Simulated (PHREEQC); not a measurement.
0.036 g of hydrous ferric oxide (600 m²/g; 0.2 weak and 0.005 strong sites per Fe, Dzombak-Morel constants, diffuse double layer) in 1 kg of water with 0.01 mol/kgw of an inert sodium salt and 3.2e-05 mol BaCl2, at 25 °C; the pH is set by adding NaOH or the inert anion's acid. O2 is buffered at 0.21 atm. No CO2 enters from the air. Nothing may precipitate in this run.

The numbers come from PHREEQC with the ion-association model, wateq4f.dat.

| pH | Ba sorbed (%) | surface charge σ (C/m²) | surface potential ψ (mV) |
|---|---|---|---|
| 3 | 0.0 | 0.325 | 203 |
| 3.67 | 0.0 | 0.255 | 193 |
| 4.33 | 0.0 | 0.179 | 175 |
| 5 | 0.0 | 0.114 | 152 |
| 5.67 | 0.0 | 0.067 | 125 |
| 6.33 | 0.0 | 0.036 | 95 |
| 7 | 0.3 | 0.017 | 61 |
| 7.67 | 2.4 | 0.006 | 26 |
| 8.33 | 5.7 | -0.002 | -8 |
| 9 | 7.5 | -0.011 | -43 |
| 9.67 | 20.8 | -0.023 | -73 |
| 10.33 | 54.6 | -0.033 | -90 |
| 11 | 81.7 | -0.045 | -103 |

The oxide is taken as insoluble; below pH 4 it would dissolve.
